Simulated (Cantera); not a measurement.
An isothermal, constant-pressure homogeneous reactor starts with H₂ : O₂ = 0.21 : 1 (molar parts), equivalence ratio 0.10, at 1050 K and 0.0267 bar.

Model: the H2/O2 subset of GRI-Mech 3.0, which has no nitrogen chemistry, integrated in Cantera. Radical loss at walls, strong at low pressure, is not modelled. The temperature is held fixed by assumption; the heat of reaction is taken as removed at once.

x: mole fraction; the columns are a selection and need not sum to one.

| t (s) | x H₂ | x O₂ | x O | x HO₂ | x H |
|---|---|---|---|---|---|
| 8.00e-6 | 0.174 | 0.826 | 5.41e-12 | 8.20e-11 | 7.74e-11 |
| 3.05e-5 | 0.174 | 0.826 | 6.79e-11 | 3.14e-10 | 2.86e-10 |
| 0.000117 | 0.174 | 0.826 | 9.19e-10 | ___ | 1.74e-9 |
| 0.000445 | 0.174 | 0.826 | 1.24e-7 | ___ | 1.99e-7 |
| 0.00170 | 0.0250 | 0.757 | 0.0341 | ___ | 0.0582 |
| 0.00648 | 0.00134 | 0.803 | 0.00557 | ___ | 0.00214 |
| 0.0247 | 6.51e-5 | 0.810 | 0.000255 | ___ | 1.86e-5 |
| 0.0943 | 4.15e-6 | 0.810 | 2.01e-5 | ___ | 4.17e-7 |
| 0.360 | 4.37e-7 | 0.810 | 2.81e-6 | ___ | 2.16e-8 |
| 1.37 | 7.28e-8 | 0.810 | 5.38e-7 | ___ | 1.80e-9 |
| 5.24 | 1.53e-8 | 0.810 | 1.20e-7 | ___ | 1.89e-10 |
| 20.0 | 3.60e-9 | 0.810 | 2.91e-8 | ___ | 2.26e-11 |

### Question
Complete the blanks.

### Answer

- 0.000117, x HO₂: 1.22e-9
- 0.000445, x HO₂: 9.23e-9
- 0.00170, x HO₂: 2.28e-5
- 0.00648, x HO₂: 2.08e-5
- 0.0247, x HO₂: 4.67e-6
- 0.0943, x HO₂: 6.07e-7
- 0.360, x HO₂: 9.73e-8
- 1.37, x HO₂: 2.00e-8
- 5.24, x HO₂: 5.10e-9
- 20.0, x HO₂: 2.19e-9
